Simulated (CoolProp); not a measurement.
Vapour-liquid equilibrium of methanol (1) + dimethyl carbonate (2) at 0.047 MPa; x and y are mole fractions of (1).

The numbers come from the multi-fluid Helmholtz-energy mixture model, de Reuck 1993 and Zhou 2011; pair parameters Bell 2016 in CoolProp.

| x | bubble temperature, mixture model (°C) | bubble temperature, Raoult's law (°C) | y, mixture model | y, Raoult's law |
|---|---|---|---|---|
| 0.05 | 61.1 | 65.9 | 0.249 | 0.114 |
| 0.15 | 53.7 | 62.6 | 0.483 | 0.300 |
| 0.25 | 49.9 | 59.8 | 0.590 | 0.447 |
| 0.35 | 47.8 | 57.3 | 0.650 | 0.565 |
| 0.45 | 46.6 | 55.1 | 0.689 | 0.663 |
| 0.55 | 45.9 | 53.1 | 0.720 | 0.746 |
| 0.65 | 45.4 | 51.4 | 0.750 | 0.817 |
| 0.75 | 45.1 | 49.7 | 0.785 | 0.878 |
| 0.85 | 45.0 | 48.2 | 0.838 | 0.931 |
| 0.95 | 45.5 | 46.8 | 0.928 | 0.978 |

The largest gap from Raoult's law is -9.9 K in bubble temperature, at x = 0.25. y crosses x between x = 0.75 and 0.85: the model has an azeotrope there.

The pair parameters rest on a limited set of measurements; away from them the model extrapolates.
